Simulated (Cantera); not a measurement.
Halide evaporation, hydrolysis and transport: MgF2 + O2 + N2

Input: 1 mol MgF2, 4.6 mol O2, a varied amount of N2, held at 0.360 bar.

Cantera equilibrium calculation (NASA polynomials, part measured and part estimated; ideal gas, pure solids and liquids). Candidate condensed phases: Mg, MgF2, MgO; 24 gas species. Mutual solubility and eutectic melting of coexisting phases are not modelled. Kinetics and transport are ignored.

Stable condensed phases:

```
T in °C \ n(N2) in mol
         0.77    2  3.2  4.5  5.7    7  8.2  9.4   11   12
   1727     A    A    A    A    A    A    B    B    B    B
   1627     C    A    A    A    A    A    A    A    A    A
   1527     C    C    C    C    C    C    C    C    C    C
   1427     C    C    C    C    C    C    C    C    C    C
   1327     C    C    C    C    C    C    C    C    C    C
   1227     C    C    C    C    C    C    C    C    C    C
   1127     C    C    C    C    C    C    C    C    C    C
   1027     C    C    C    C    C    C    C    C    C    C
    927     C    C    C    C    C    C    C    C    C    C
    827     C    C    C    C    C    C    C    C    C    C
    727     C    C    C    C    C    C    C    C    C    C
```

A: MgF2 + MgO; B: MgO; C: MgF2.
